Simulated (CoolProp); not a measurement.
Saturated liquid density (kg/m³) of dimethyl carbonate: the reference equation beside estimates from Tc = 557.0 K, pc = 4909 kPa, ω = 0.346. Rackett uses Z = 0.29056 − 0.08775 ω.

Values from CoolProp's reference Helmholtz-energy equation of state, Zhou 2011.

```csv
T (K),reference,Rackett,van der Waals,Redlich-Kwong,Soave-Redlich-Kwong,Peng-Robinson
300.4,1060,1079,611.8,906.0,938.8,1057
309.8,1048,1067,605.6,895.4,929.7,1047
319.3,1035,1054,599.1,884.4,920.1,1037
328.7,1022,1042,592.5,873.1,910.3,1026
338.1,1009,1029,585.7,861.5,900.0,1015
347.5,996.3,1016,578.8,849.5,889.3,1004
357,982.9,1002,571.6,836.9,878.0,991.7
366.4,969.5,988.5,564.3,824.1,866.3,979.1
375.8,955.9,974.6,556.7,810.9,854.1,965.8
385.3,941.9,960.1,548.9,797.0,841.2,951.8
394.7,927.7,945.5,540.8,782.8,827.8,937.1
```

Absolute difference from the reference over all 11 rows, mean and median: Rackett 1.9 and 1.9 %, van der Waals 41.9 and 41.9 %, Redlich-Kwong 14.9 and 14.7 %, Soave-Redlich-Kwong 10.9 and 10.8 %, Peng-Robinson 0.7 and 0.8 %.
